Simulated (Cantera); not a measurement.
A closed system holds: 1 mol Pb, 0.55 mol O2, 6 mol N2, held at 1050 K and 2.10 Torr.

Method: chemical equilibrium by Gibbs-energy minimisation in Cantera with the NASA 1993 tables (ideal gas, pure condensed phases). Candidate condensed phases: Pb, PbO, PbO2, Pb3O4; 12 gas species. The numbers say what is thermodynamically allowed, not how fast it happens.

Base state: N2 0.991, O2 0.00826, PbO 0.000529, NO 1.17e-5 (mole fractions); condensed: PbO(yellow).

Problem. What changes in the equilibrium state with this change: 0.15 mol CH4 added?

Solution. 
| species | before | after |
|---|---|---|
| N2 | 0.991 | 0.914 |
| H2O | 0 | 0.0457 |
| CO2 | 0 | 0.0229 |
| Pb | 7.13e-6 | 0.0166 |
| O2 | 0.00826 | 1.52e-9 |
| NO | 1.17e-5 | 4.84e-9 |
| PbO | 0.000529 | 0.000529 |
| PbO(yellow), mol | 0.997 | 0.497 |
| Pb(l), mol | 0 | 0.391 |
Mutual solubility and eutectic melting of coexisting phases are not modelled. Further candidate phases: C, C6H6, C7H8, C8H18, H2O.
